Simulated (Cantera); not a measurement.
Feed: 1 mol SiH2Cl2, 0.11 mol H2O, 13 mol N2, equilibrated at 1000 Pa.

These are equilibrium values from Cantera (NASA tables, ideal gas, pure condensed phases), not measurements of a reactor. Candidate condensed phases: H2O, NH4Cl, Si, SiO2, Si2N2O, Si3N4; 47 gas species. N2 is the only nitrogen source here; it is nearly inert below about 1500 K, so the nitride shown seldom forms there in practice. Mutual solubility and eutectic melting of coexisting phases are not modelled. Equilibrium is a limit: real reactors are often held back by kinetics, nucleation or transport.

Over these rows the condensed part is Si2N2O(s) + Si3N4(s). Partial pressures as log10 of bar:

```csv
T (K),1000/T (1/K),log p SiCl4,log p N2,log p HCl,log p H2
973,1.0277,-4.00,-2.06,-3.01,-3.56
1123,0.8905,-4.07,-2.06,-2.98,-3.60
1273,0.7855,-4.17,-2.06,-2.98,-3.62
1423,0.7027,-4.59,-2.07,-3.01,-3.56
1573,0.6357,?,-2.07,-3.16,-3.39
1723,0.5804,-6.87,-2.07,-3.39,-3.27
```

Q: Fit log p(SiCl4) = a + b·(1000/T) to the five rows, give the apparent enthalpy, and predict the row at 1573 K.

A: Means: 1000/T = 0.7974, log p = -4.740. Sxy = 0.674021, Sxx = 0.1179044, so b = 5.72 and a = -4.740 − (5.72)×0.7974 = -9.30.
Apparent enthalpy: −19.145 × (5.72) = -110 kJ/mol. With the condensed phases at unit activity, 1/3 Si3N4(s) + 4 HCl(g) = SiCl4(g) + 2/3 N2(g) + 2 H2(g) links this pressure to the main gases: over the six rows their terms move log p by -2.09 in all, so the slope isn't that reaction's ΔH° alone. The five rows lie within 0.89 of the line; that is curvature, so one enthalpy describes this range poorly.
Prediction at 1573 K: -9.30 + (5.72)×0.6357 = -5.66. The computed value is -5.63, 0.03 from the line.
